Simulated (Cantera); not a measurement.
An adiabatic, constant-pressure homogeneous reactor starts with C2H4 : O2 : N2 : H2O = 1 : 3 : 8.1 : 0.73 (molar parts), equivalence ratio 1.0, at 1100 K and 15.0 bar.

Cantera simulation using GRI-Mech 3.0 (53 species, 325 reactions); the numbers are that mechanism's predictions, not measurements. GRI-Mech 3.0 was tuned for natural gas; its chemistry of ethylene as a main component is partial and can be far from experiment. The pressure lies above the range GRI-Mech 3.0 was tuned for (to about 10 atm).

**Question.** Predict: time of steepest temperature rise; temperature at 0.200 s; equilibrium temperature; x(O2) at 0.200 s; x(H2O) at 0.200 s; x(H2) at 0.200 s; x(H2O2) at 0.200 s.

**Answer.** 
```
Quantity                                                            Result
---------------------------------  ---------------------------------------
time of steepest temperature rise                                  2.25 ms
temperature at 0.200 s                                              2949 K
equilibrium temperature                                             2949 K
x(O2) at 0.200 s                     0.0200 (gas-phase equilibrium 0.0200)
x(H2O) at 0.200 s                      0.181 (gas-phase equilibrium 0.181)
x(H2) at 0.200 s                     0.0125 (gas-phase equilibrium 0.0125)
x(H2O2) at 0.200 s                 1.58e-6 (gas-phase equilibrium 1.58e-6)
```
